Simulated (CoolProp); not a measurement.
CHF3 (R23) at several states: Z from the reference equation and from simpler models built on Tc = 299.3 K, pc = 4.832 MPa, ω = 0.263; each cubic takes its own stable root.

The numbers come from the reference Helmholtz-energy equation of state, Penoncello 2003 in CoolProp.

```json
[
 {"T (K)": "300", "p (MPa)": "0.0385", "phase": "gas", "reference": "0.9971", "van der Waals": "0.9976", "Soave-Redlich-Kwong": "0.9973", "Peng-Robinson": "0.9970"},
 {"T (K)": "131.8", "p (MPa)": "0.0532", "phase": "liquid", "reference": "0.002052", "van der Waals": "0.9787", "Soave-Redlich-Kwong": "(withheld)", "Peng-Robinson": "(withheld)"},
 {"T (K)": "278.9", "p (MPa)": "0.0188", "phase": "gas", "reference": "0.9982", "van der Waals": "0.9986", "Soave-Redlich-Kwong": "0.9983", "Peng-Robinson": "0.9982"},
 {"T (K)": "354.6", "p (MPa)": "1.56", "phase": "gas", "reference": "(withheld)", "van der Waals": "(withheld)", "Soave-Redlich-Kwong": "(withheld)", "Peng-Robinson": "0.9292"},
 {"T (K)": "464.2", "p (MPa)": "0.0937", "phase": "gas", "reference": "0.9987", "van der Waals": "0.9982", "Soave-Redlich-Kwong": "0.9990", "Peng-Robinson": "0.9985"}
]
```

What belongs in the gaps?


- 131.8, Soave-Redlich-Kwong: 0.002442
- 131.8, Peng-Robinson: 0.002175
- 354.6, reference: 0.9339
- 354.6, van der Waals: 0.9340
- 354.6, Soave-Redlich-Kwong: 0.9390

At some of these states van der Waals gives the other phase, because its saturation line lies elsewhere.
